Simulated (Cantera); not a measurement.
## SO₂ + H₂ + N₂ (abatement and gas-phase synthesis)

Input: 1 mol SO₂, 4.5 mol H₂, 6.7 mol N₂, equilibrated at 1.00 bar.

These are equilibrium values from Cantera (NASA tables, ideal gas, pure condensed phases), not measurements of a reactor. Candidate condensed phases: H₂O, H₂SO₄, S; 60 gas species. Ions and electrons are included (thermal ionisation). Kinetics and transport are ignored.

From 2500 K to 5000 K nothing is condensed.

| T (K) | log p N₂ | log p H | log p H₂ | log p H₂O | log p O | log p S | log p SO | log p OH | log p N | log p S₂ | log p SH | log p SO₂ |
|---|---|---|---|---|---|---|---|---|---|---|---|---|
| 2500 | -0.25 | -1.92 | -0.65 | -0.88 | -4.30 | -2.23 | -1.83 | -2.84 | -6.66 | -1.74 | -1.95 | -2.04 |
| 2750 | -0.26 | -1.49 | -0.65 | -0.94 | -3.39 | -1.92 | -1.64 | -2.35 | -5.75 | -1.96 | -1.93 | -2.00 |
| 3000 | -0.28 | -1.14 | -0.67 | -1.02 | -2.64 | -1.73 | -1.54 | -1.96 | -4.99 | -2.27 | -1.98 | -2.03 |
| 3250 | -0.30 | -0.86 | -0.74 | -1.16 | -2.03 | -1.61 | -1.53 | -1.68 | -4.36 | -2.61 | -2.08 | -2.16 |
| 3500 | -0.34 | -0.65 | -0.84 | -1.40 | -1.59 | -1.51 | -1.60 | -1.55 | -3.82 | -2.91 | -2.20 | -2.43 |
| 3750 | -0.38 | -0.50 | -1.01 | -1.80 | -1.31 | -1.41 | -1.76 | -1.57 | -3.36 | -3.16 | -2.34 | -2.86 |
| 4000 | -0.41 | -0.42 | -1.24 | -2.31 | -1.15 | -1.35 | -2.00 | -1.72 | -2.95 | -3.41 | -2.52 | -3.44 |
| 4250 | -0.43 | -0.37 | -1.50 | -2.88 | -1.07 | -1.31 | -2.30 | -1.94 | -2.59 | -3.68 | -2.73 | -4.08 |
| 4500 | -0.44 | -0.34 | -1.77 | -3.46 | -1.03 | -1.29 | -2.61 | -2.19 | -2.27 | -3.94 | -2.95 | -4.74 |
| 4750 | -0.45 | -0.33 | -2.03 | -4.01 | -1.01 | -1.28 | -2.91 | -2.44 | -1.97 | -4.20 | -3.16 | -5.36 |
| 5000 | -0.46 | -0.33 | -2.28 | -4.53 | -1.00 | -1.28 | -3.19 | -2.68 | -1.71 | -4.44 | -3.37 | -5.95 |
log p: log10 of the partial pressure in bar; nothing condenses.
